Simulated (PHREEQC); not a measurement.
1 kg of water holding 0.14 mol NaCl, 0.25 mol KCl, 0.0073 mol NaBr, 0.12 mol MgBr2 and 0.00092 mol CaSO4 is evaporated at 25 °C; the solids stay in contact with the brine. No CO2 enters from the air. Solids allowed: Arcanite, Bischofite, Bloedite, Brucite, Carnallite, Epsomite, Glaserite, Glauberite, Gypsum, Anhydrite, Halite, Hexahydrite, Kainite, Kieserite, Leonite, Mirabilite, Misenite, Polyhalite, Portlandite, Schoenite, Sylvite, Syngenite, Thenardite, MgCl2_4H2O. Others were left out.

Model: Pitzer model, pitzer.dat, run in PHREEQC.

```
water left (kg)  ionic strength  water activity  Sylvite (mol)
---------------  --------------  --------------  -------------
1                         0.761           0.981              0
0.8219                    0.926           0.977              0
0.6755                     1.13           0.972              0
0.5552                     1.37           0.965              0
0.4563                     1.67           0.957              0
0.375                      2.03           0.947              0
0.3082                     2.47           0.934              0
0.2533                     3.00           0.918              0
0.2082                     3.65           0.896              0
0.1711                     4.45           0.869              0
0.1407                     5.41           0.833              0
0.1156                     6.58           0.786              0
0.09502                    8.01           0.727              0
0.07809                    9.04           0.679         0.0548
0.06418                    10.0           0.628          0.118
```

Sylvite from water left = 0.07809 kg.

Complexes and solids missing from the database can't appear.
